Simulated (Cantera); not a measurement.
A perfectly stirred reactor is fed with H2 : O2 : N2 : NO = 1 : 0.625 : 2.35 : 0.015 (molar parts), at 500000 Pa; it is adiabatic with a 475 K inlet, and is followed from long to short residence time, starting on the burning branch (τ in s: 0.41, 0.13, 0.042, 0.013, 0.0042, 0.0013, 0.00042, 0.00013, 4.2e-05).

Computed with Cantera and GRI-Mech 3.0 (53 species, 325 reactions). The hydrogen kinetics of GRI-Mech 3.0 are dated; newer H2 mechanisms differ, most at raised pressure. The mechanism lacks 2 NO + O2 → 2 NO2 and HONO, so NO2 and the effect of NO are under-described below about 1400 K.

### Question
What does this change do: pressure from 500000 Pa to 66000 Pa?

### Answer
```
quantity                                                                          before                                   after
------------------------------------------------  --------------------------------------  --------------------------------------
blow-out, bracketed by the residence times tried  burning at 42.0 µs, the shortest tried  burning at 42.0 µs, the shortest tried
x(H2) at τ = 0.410 s                                                             0.00148                                 0.00349
x(O2) at τ = 0.410 s                                                              0.0342                                  0.0345
x(NO) at τ = 0.410 s                                                             0.00583                                 0.00532
x(N2) at τ = 0.410 s                                                               0.671                                   0.670
x(NO2) at τ = 0.410 s                                                            5.82e-6                                 1.99e-6
x(H2) at τ = 4.20 ms                                                             0.00196                                  0.0104
x(O2) at τ = 4.20 ms                                                              0.0349                                  0.0366
x(NO) at τ = 4.20 ms                                                             0.00451                                 0.00427
x(N2) at τ = 4.20 ms                                                               0.671                                   0.665
x(NO2) at τ = 4.20 ms                                                            4.83e-6                                 8.50e-7
```
